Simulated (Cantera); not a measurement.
An isothermal, constant-pressure homogeneous reactor starts with H₂ : O₂ : N₂ = 0.27 : 0.19 : 4 (molar parts), equivalence ratio 0.71, at 1300 K and 19.5 Torr.

Cantera simulation using the H2/O2 subset of GRI-Mech 3.0, which has no nitrogen chemistry; the numbers are that mechanism's predictions, not measurements. Radical loss at walls, strong at low pressure, is not modelled. The temperature is held fixed by assumption; the heat of reaction is taken as removed at once.

One state of this run: x H₂ = 0.00717; x O₂ = 0.0187; x HO₂ = 2.33e-7; x H₂O₂ = 2.96e-8; x H = 0.0268; x O = 0.00692; x H₂O = 0.0392. x: mole fraction; the columns are a selection and need not sum to one.

### Question
Which value of t (s) does it belong to?
A. 12.8
B. 2.33
C. 0.0141
D. 0.181

### Answer
C, 0.0141
